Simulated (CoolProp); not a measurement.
Saturated liquid density (kg/m³) of R123: the reference equation beside estimates from Tc = 456.8 K, pc = 36.62 bar, ω = 0.282. Rackett uses Z = 0.29056 − 0.08775 ω.

Computed with CoolProp (reference Helmholtz-energy equation of state, Younglove 1994). It is a modified Benedict-Webb-Rubin equation, recast in Helmholtz form.

```csv
T (K),reference,Rackett,Peng-Robinson
292.5,1478,1492,1518
303.4,___,1463,1490
314.2,1422,1434,1460
325.1,1392,1404,1428
336,1362,1373,1393
346.9,___,1340,1356
357.8,1297,1305,1316
368.7,1262,1269,1272
379.5,1225,1231,1225
390.4,1185,___,1172
```

**Question.** Some entries are withheld; supply them.

**Answer.** 
- 303.4, reference: 1450
- 346.9, reference: 1330
- 390.4, Rackett: 1190

Absolute difference from the reference over all 10 rows, mean and median: Rackett 0.7 and 0.8 %, Peng-Robinson 1.8 and 2.1 %.
